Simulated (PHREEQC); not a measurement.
**Polishing slurry liquid (model solution)**

A solution holds 0.23 mol/kgw TMAH, 0.00064 mol/kgw K2SO4 and 0.00017 mol/kgw H3BO3, at 48 °C. Closed to the air; pH follows from the charge balance.

Model: ion-association model, phreeqc.dat, run in PHREEQC.

Precipitation was switched off in this run.

Task: Estimate the pH, activity of water.

Result: pH 12.51; activity of water 0.992.

Complexes and solids missing from the database can't appear. (CH3)4N+ isn't in the database: it is added as a free cation with an ion size of 4 Å. Constants without temperature data keep their 25 °C values here.
